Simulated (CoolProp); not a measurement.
Vapour-liquid equilibrium of sulfur hexafluoride (1) + CH2F2 (R32) (2) at -11.85 °C; x and y are mole fractions of (1).

Values from CoolProp's multi-fluid Helmholtz-energy mixture model, Guder 2009 and Tillner-Roth 1997; pair parameters Bell 2016.

```tsv
x	bubble pressure (kPa)	y at the bubble point	dew pressure at overall composition x (kPa)	liquid density (mol/L)
0.05	771.8	0.293	575.7	20.06
0.15	1018	0.478	644.2	18.31
0.25	1118	0.538	729.0	16.81
0.35	1157	0.565	836.4	15.52
0.45	1175	0.583	973.7	14.43
0.55	1185	0.601	1136	13.52
0.65	1187	0.626	1179	12.78
0.75	1171	0.666	1107	12.19
0.85	1120	0.735	1017	11.73
0.95	996.2	0.873	929.5	11.37
```

y crosses x between x = 0.55 and 0.65: the model has an azeotrope there.

Pair parameters are fitted to limited data, so mixtures are less certain than the pure fluids. With so large a gap from Raoult's law the liquid may split in two, which this calculation doesn't test in full.
